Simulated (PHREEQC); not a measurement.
PHREEQC input (ion-association model, wateq4f.dat):

```
SOLUTION_MASTER_SPECIES
  An  An-  0  An  62.0  # stands for a non-complexing anion
SOLUTION_SPECIES
  An- = An-
    -log_k 0
    -gamma 3.0 0
PHASES
  Fix_H+
    H+ = H+
    -log_k 0
SOLUTION 1
  temp 25
  units mmol/kgw
  pH 7 charge
  B 0.029
  Cl 0.0048
  Mn(2) 0.0024
  Na 5
  An 5
END
SELECTED_OUTPUT 1
  -reset false
  -pH true
  -pe true
  -ionic_strength true
  -water true
  -totals B Cl Mn Na Mn(2) Mn(3) Mn(6) Mn(7)
  -molalities Hfo_wOH Hfo_wOH2+ Hfo_wO- Hfo_sOH Hfo_sOH2+ Hfo_sO- Hfo_sOMn+ Hfo_wOMn+ Hfo_wH2BO3
  -saturation_indices Pyrochroite Halite
USER_PUNCH 1
  -headings sigma psi
  10 PUNCH EDL("sigma", "Hfo"), EDL("psi", "Hfo")
PRINT
  -reset false
USE solution 1
SURFACE 1
  Hfo_wOH 0.0011236 600 0.5
  Hfo_sOH 2.80899e-05
EQUILIBRIUM_PHASES 1
  Fix_H+ -3 HAn 10
    -force_equality true
END
# ... the last block is repeated for the other 16 points of pH, with NaOH or the acid as the point needs
```

Selected output (columns that matter, 9 of 17 rows; pH added in front):

```
pH	mu	B	Mn	Na	m_Hfo_wOH	m_Hfo_wOH2+	m_Hfo_wO-	m_Hfo_sOH	m_Hfo_sOH2+	m_Hfo_sO-	si_Pyrochroite	si_Halite	sigma	psi
3	0.0065613	2.8976e-05	2.4e-06	0.005	0.00019608	0.00092654	9.5065e-07	4.9022e-06	2.3164e-05	2.3767e-08	-14.963	-9.2763	0.30515	0.21388
4	0.0054018	2.8935e-05	2.3999e-06	0.005	0.0005397	0.00057217	1.1662e-05	1.3493e-05	1.4305e-05	2.9157e-07	-12.951	-9.2701	0.18479	0.19312
5	0.0051593	2.8908e-05	2.397e-06	0.005	0.00076354	0.00031796	4.2005e-05	1.9088e-05	7.9488e-06	1.0501e-06	-10.949	-9.2686	0.090979	0.15797
6	0.0050664	2.8898e-05	2.2285e-06	0.005	0.00084372	0.00019699	8.2787e-05	2.097e-05	4.896e-06	2.0576e-06	-8.9795	-9.2681	0.0377	0.11368
7	0.0050209	2.8897e-05	3.6979e-07	0.005	0.00086042	0.00014976	0.00011325	2.001e-05	3.4828e-06	2.6337e-06	-7.7591	-9.2678	0.01267	0.062073
8	0.005006	2.8902e-05	5.0626e-09	0.0050043	0.00086237	0.00013094	0.00013011	1.9786e-05	3.0041e-06	2.9853e-06	-7.6234	-9.2674	0.0010409	0.0064262
9	0.0050413	2.8936e-05	5.8475e-11	0.0050558	0.00086101	0.00011584	0.00014661	1.975e-05	2.6571e-06	3.3631e-06	-7.5691	-9.2631	-0.0093546	-0.049622
10	0.0051854	2.8986e-05	8.9712e-13	0.0052328	0.00084939	8.9554e-05	0.00018456	1.9483e-05	2.0541e-06	4.2333e-06	-7.4574	-9.249	-0.030487	-0.10252
11	0.0062494	2.8998e-05	4.6953e-14	0.0063758	0.00078007	4.7031e-05	0.00029641	1.7893e-05	1.0788e-06	6.7987e-06	-7.1777	-9.1691	-0.081279	-0.14731
```

The oxide is taken as insoluble; below pH 4 it would dissolve.
